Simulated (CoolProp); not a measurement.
Saturation properties of n-perfluorohexane.

Values from CoolProp's reference Helmholtz-energy equation of state, Gao 2022.

```csv
T (°C),p (bar),vapour density (kg/m³),enthalpy of vaporisation (kJ/kg)
-17.15,0.03119,0.4976,103.6
-13.15,0.04018,0.6317,102.6
-9.15,___,0.7945,101.6
-5.25,0.06442,0.9852,100.7
-1.25,0.08073,___,99.69
2.65,___,1.487,98.72
6.65,0.1231,1.812,___
10.65,0.1507,2.191,___
14.55,0.1822,2.620,95.76
18.55,0.2200,3.129,94.76
22.45,0.2627,3.698,93.77
26.45,0.3133,4.365,92.74
30.45,0.3714,5.125,91.71
34.35,0.4360,5.964,90.69
```

**Question.** Fill in the missing entries.

**Answer.** 
- -9.15, p (bar): 0.05126
- -1.25, vapour density (kg/m³): 1.218
- 2.65, p (bar): 0.09980
- 6.65, enthalpy of vaporisation (kJ/kg): 97.73
- 10.65, enthalpy of vaporisation (kJ/kg): 96.74

It boils at 57.1 °C under 1 atm.
